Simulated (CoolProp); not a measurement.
Aqueous propylene glycol as a coolant, at 37 °C, 1 atm.

The numbers come from the Melinder's fits for secondary coolants in CoolProp.

| mass % | freezing point (°C) | cp (kJ/(kg K)) | density (kg/m³) | viscosity (mPa s) | conductivity (W/(m K)) |
|---|---|---|---|---|---|
| 3.7 | -0.8 | 4.146 | 996.3 | 0.780 | 0.603 |
| 8.8 | -2.4 | 4.106 | 999.8 | 0.910 | 0.572 |
| 13.8 | -4.4 | 4.067 | 1003 | 1.05 | 0.543 |
| 18.9 | -6.6 | 4.023 | 1007 | 1.22 | 0.515 |
| 24 | -9.2 | 3.972 | 1011 | 1.42 | 0.488 |
| 29 | -12.2 | 3.915 | 1014 | 1.66 | 0.463 |
| 34.1 | -15.6 | 3.848 | 1018 | 1.95 | 0.438 |
| 39.2 | -19.8 | 3.774 | 1021 | 2.29 | 0.415 |
| 44.2 | -24.9 | 3.694 | 1025 | 2.68 | 0.393 |
| 49.3 | -31.2 | 3.608 | 1027 | 3.15 | 0.371 |
